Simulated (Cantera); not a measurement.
Charge: 1 mol BCl₃, 0.21 mol H₂O, at 952 °C and 0.100 bar.

Method: chemical equilibrium by Gibbs-energy minimisation in Cantera with the NASA 1993 tables (ideal gas, pure condensed phases). Candidate condensed phases: B, B₂O₃, B₃O₃H₃, H₂O; 33 gas species. The tables' values for BOCl are old estimates; treat these amounts as uncertain. Rates play no part.

Base state: BCl₃ 0.617, HCl 0.328, B₃O₃Cl₃ 0.0546, BOCl 0.000147, Cl 4.99e-5, H₂ 3.11e-5 (mole fractions); condensed: gas only.

Q: What changes in the equilibrium state with this change: BCl₃ replaced by B?

A: 
| species | before | after |
|---|---|---|
| H₂ | 3.11e-5 | 0.998 |
| B₃O₃H₃ | <1e-9 | 0.00217 |
| HBO | 7.41e-9 | 0.000285 |
| BCl₃ | 0.617 | 0 |
| HCl | 0.328 | 0 |
| B₃O₃Cl₃ | 0.0546 | 0 |
| BOCl | 0.000147 | 0 |
| Cl | 4.99e-5 | 0 |
| B(s), mol | 0 | 0.860 |
| B₂O₃(l), mol | 0 | 0.0695 |
Mutual solubility and eutectic melting of coexisting phases are not modelled.
